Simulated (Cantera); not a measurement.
An isothermal plug-flow reactor at 900 K and 350000 Pa (inlet), inlet velocity 3 m/s, active area per volume 1200 1/m; feed 2.86 % H2, 2.17 % O2, 90.4 % N2, 4.58 % H2O, equivalence ratio 0.66.

Model: Deutschmann's 1995 Pt surface mechanism with GRI-Mech 3.0 gas chemistry, integrated in Cantera. Catalytic surfaces can have several steady states; this one follows from the mechanism file's or the stated starting coverage. Mass transfer to the wall is taken as infinitely fast.

One state of this run: x H2 = 3.78e-6; x O2 = 0.00755; x H2O = 0.0754; θ free Pt = 0.148; θ H* = 5.17e-7; θ O* = 0.840; θ OH* = 0.0120. x: gas mole fraction; θ: surface coverage.

Q: Which value of z (m) does it belong to?
(A) 0.00049
(B) 0.00016
(C) 0.00087
(D) 0.0028

A: D, 0.0028
